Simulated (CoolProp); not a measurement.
The fluid at 395.42 K and 0.159 MPa flows at 5 m/s in a round tube of 1 mm bore and 15 µm roughness, fully developed (64/Re and Nu = 3.66 if laminar; Colebrook and Gnielinski if turbulent). The same conditions are run with several fluids, on thermodynamics alone (safety and materials aside).

Computed with CoolProp (reference Helmholtz-energy equation of state of each fluid (CF4 (R14): Platzer 1990; R125: Lemmon 2005; R152A: Outcalt 1996)). The equations of Platzer and Polt are older, rougher fits.

```
fluid      Reynolds number  Darcy friction factor  pressure drop (Pa/m)  heat-transfer coefficient (W/(m² K))  mass flow (kg/h)
---------  ---------------  ---------------------  --------------------  ------------------------------------  ----------------
CF4 (R14)                ?                 0.0656                  3490                                     ?            0.0603
R125                  1730                 0.0370                  2710                                  79.6            0.0828
R152A                    ?                 0.0583                  2360                                     ?            0.0457
```

**Question.** What belongs in the gaps?

**Answer.** 
- CF4 (R14), Reynolds number: 976
- CF4 (R14), heat-transfer coefficient (W/(m² K)): 87.6
- R152A, Reynolds number: 1100
- R152A, heat-transfer coefficient (W/(m² K)): 86.5

Transport values come from each fluid's own correlations; those of CF4 (R14), R152A are estimates that may be off by 10 % or more.
